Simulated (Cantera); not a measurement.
Charge: 1 mol Al, 0.29 mol I₂, 6.3 mol H₂, 1.3 mol HI, at 975 K and 1.20 bar.

Method: chemical equilibrium by Gibbs-energy minimisation in Cantera with the NASA 1993 tables (ideal gas, pure condensed phases). Candidate condensed phases: Al, AlI₃, I₂; 11 gas species. Equilibrium is a limit: real reactors are often held back by kinetics, nucleation or transport.

Base state: H₂ 0.914, AlI₃ 0.0804, AlI 0.00544, HI 0.000111, Al₂I₆ 0.000105 (mole fractions); condensed: Al(l).

Q: What changes in the equilibrium state with this change: HI from 1.3 to 0.033 mol?

A: 
```
species       before    after
----------  --------  -------
H₂             0.914    0.966
AlI₃          0.0804   0.0299
AlI          0.00544  0.00391
Al₂I₆       0.000105  1.45e-5
HI          0.000111  8.23e-5
Al(l), mol     0.346    0.779
```

Q: What changes in the equilibrium state with this change: pressure from 1.20 bar to 2.10 bar?

A: 
| species | before | after |
|---|---|---|
| H₂ | 0.914 | 0.915 |
| AlI₃ | 0.0804 | 0.0809 |
| AlI | 0.00544 | 0.00375 |
| Al₂I₆ | 0.000105 | 0.000186 |
| HI | 0.000111 | 0.000102 |
| Al(l), mol | 0.346 | 0.355 |

Q: What changes in the equilibrium state with this change: HI from 1.3 to 0.047 mol?

A: 
```
species       before    after
----------  --------  -------
H₂             0.914    0.965
AlI₃          0.0804   0.0305
AlI          0.00544  0.00394
Al₂I₆       0.000105  1.52e-5
HI          0.000111  8.29e-5
Al(l), mol     0.346    0.774
```
